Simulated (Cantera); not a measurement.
What does this Cantera script print?

```python
import numpy as np
import cantera as ct

gas = ct.Solution("SiF4_NH3_mec.yaml", "gas")
gas.TPX = 2373, 1600, {'NH3': 1, 'H2': 0.44}
reactor = ct.IdealGasConstPressureReactor(gas, energy="off", clone=False)
net = ct.ReactorNet([reactor])
net.rtol, net.atol = 1e-08, 1e-18
show = ['NH3', 'H2', 'N2', 'H', 'NH2']
times = np.geomspace(3e-05, 1, 13)

steps = ct.SolutionArray(gas, extra=["t"])
rows = []
print(f"{'t/s':>10s}{'T/K':>9s}{'P/Pa':>11s}" + "".join(f"{s:>11s}" for s in show))
for t in times:
    while net.time < t:
        t_next = net.step()
        steps.append(gas.state, t=t_next)
    rows.append([np.interp(t, steps.t, y) for y in (steps.T, steps.P, *steps(*show).X.T)])
    print(f"{t:10.3e}{rows[-1][0]:9.1f}{rows[-1][1]:11.4g}" + "".join(f"{x:11.3e}" for x in rows[-1][2:]))
rate = np.gradient(steps.T, steps.t)
print("integrator steps:", len(steps.t))
if steps.T.max() > steps.T[0] + 200:
    print(f"time of steepest temperature rise: {steps.t[rate.argmax()]:.4e} s")
gas.TPX = 2373, 1600, {'NH3': 1, 'H2': 0.44}
gas.equilibrate("TP")
print(f"equilibrium (TP): T = {gas.T:.1f} K  " + "  ".join(f"{s} {gas[s].X[0]:.3e}" for s in show))
```

Output:

```
       t/s      T/K       P/Pa        NH3         H2         N2          H        NH2
 3.000e-05   2373.0       1600  6.942e-01  3.056e-01  4.893e-10  3.081e-05  1.840e-04
 7.145e-05   2373.0       1600  6.938e-01  3.057e-01  2.751e-08  6.632e-05  4.433e-04
 1.702e-04   2373.0       1600  6.930e-01  3.058e-01  1.331e-06  1.497e-04  1.050e-03
 4.054e-04   2373.0       1600  6.908e-01  3.064e-01  5.198e-05  3.372e-04  2.394e-03
 9.655e-04   2373.0       1600  6.842e-01  3.095e-01  1.058e-03  6.300e-04  4.381e-03
 2.300e-03   2373.0       1600  6.647e-01  3.228e-01  6.556e-03  7.577e-04  4.904e-03
 5.477e-03   2373.0       1600  6.198e-01  3.545e-01  1.990e-02  8.433e-04  4.647e-03
 1.305e-02   2373.0       1600  5.281e-01  4.193e-01  4.716e-02  1.031e-03  4.111e-03
 3.107e-02   2373.0       1600  3.718e-01  5.297e-01  9.366e-02  1.424e-03  3.180e-03
 7.401e-02   2373.0       1600  1.796e-01  6.653e-01  1.509e-01  2.205e-03  1.903e-03
 1.763e-01   2373.0       1600  4.042e-02  7.625e-01  1.923e-01  4.027e-03  6.849e-04
 4.198e-01   2373.0       1600  5.203e-04  7.797e-01  2.030e-01  1.666e-02  3.573e-05
 1.000e+00   2373.0       1600  1.170e-06  7.414e-01  1.988e-01  5.976e-02  3.036e-07
integrator steps: 1499
equilibrium (TP): T = 2373.0 K  NH3 5.086e-08  H2 7.110e-01  N2 1.953e-01  H 9.371e-02  NH2 2.157e-08
```

Model: the gas-phase N/H chemistry of the illustrative SiF4/NH3 mechanism in the Surface Chemkin manual (1991), integrated in Cantera. Walls and surfaces, which speed up NH3 decomposition in real reactors, are not modelled.
